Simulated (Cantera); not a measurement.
An isothermal, constant-pressure homogeneous reactor starts with H₂ : O₂ : N₂ = 1.8 : 1 : 2 (molar parts), equivalence ratio 0.90, at 823 K and 0.670 bar. Integrator tolerance rtol = 1e-08.

Model: GRI-Mech 3.0 (53 species, 325 reactions), integrated in Cantera. Below about 950 K walls govern HO2 and H2O2 in real vessels. The temperature is held fixed by assumption; the heat of reaction is taken as removed at once.

### Question
What does this change do: temperature 823 to 873 K?

### Answer
```
quantity                                              before                                      after
-----------------  -----------------------------------------  -----------------------------------------
x(H₂) at 80.0 s         0.156 (gas-phase equilibrium <1e-12)  0.000774 (gas-phase equilibrium 4.08e-12)
x(O₂) at 80.0 s         0.101 (gas-phase equilibrium 0.0256)      0.0260 (gas-phase equilibrium 0.0256)
x(OH) at 80.0 s      2.31e-9 (gas-phase equilibrium 2.43e-9)    5.94e-9 (gas-phase equilibrium 9.44e-9)
x(NO) at 80.0 s       <1e-12 (gas-phase equilibrium 8.34e-7)     <1e-12 (gas-phase equilibrium 1.79e-6)
x(H₂O₂) at 80.0 s  0.000772 (gas-phase equilibrium 1.09e-11)   1.88e-6 (gas-phase equilibrium 2.66e-11)
```

### Question
What does this change do: pressure from 0.670 bar to 100.0 Torr?

### Answer
```json
[
 {"quantity": "x(H₂) at 80.0 s", "before": "0.156 (gas-phase equilibrium <1e-12)", "after": "0.146 (gas-phase equilibrium 1.16e-12)"},
 {"quantity": "x(O₂) at 80.0 s", "before": "0.101 (gas-phase equilibrium 0.0256)", "after": "0.0964 (gas-phase equilibrium 0.0256)"},
 {"quantity": "x(OH) at 80.0 s", "before": "2.31e-9 (gas-phase equilibrium 2.43e-9)", "after": "3.36e-9 (gas-phase equilibrium 3.64e-9)"},
 {"quantity": "x(NO) at 80.0 s", "before": "<1e-12 (gas-phase equilibrium 8.34e-7)", "after": "3.28e-9 (gas-phase equilibrium 8.34e-7)"},
 {"quantity": "x(H₂O₂) at 80.0 s", "before": "0.000772 (gas-phase equilibrium 1.09e-11)", "after": "0.000419 (gas-phase equilibrium 4.88e-12)"}
]
```
Radical loss at walls, strong at low pressure, is not modelled.

### Question
What does this change do: H2 1.8 to 7.8 parts?

### Answer
```json
[
 {"quantity": "x(H₂) at 80.0 s", "before": "0.156 (gas-phase equilibrium <1e-12)", "after": "0.600 (gas-phase equilibrium 0.592)"},
 {"quantity": "x(O₂) at 80.0 s", "before": "0.101 (gas-phase equilibrium 0.0256)", "after": "0.00586 (gas-phase equilibrium <1e-12)"},
 {"quantity": "x(OH) at 80.0 s", "before": "2.31e-9 (gas-phase equilibrium 2.43e-9)", "after": "1.85e-10 (gas-phase equilibrium <1e-12)"},
 {"quantity": "x(NO) at 80.0 s", "before": "<1e-12 (gas-phase equilibrium 8.34e-7)", "after": "<1e-12 (gas-phase equilibrium <1e-12)"},
 {"quantity": "x(H₂O₂) at 80.0 s", "before": "0.000772 (gas-phase equilibrium 1.09e-11)", "after": "0.000124 (gas-phase equilibrium <1e-12)"}
]
```
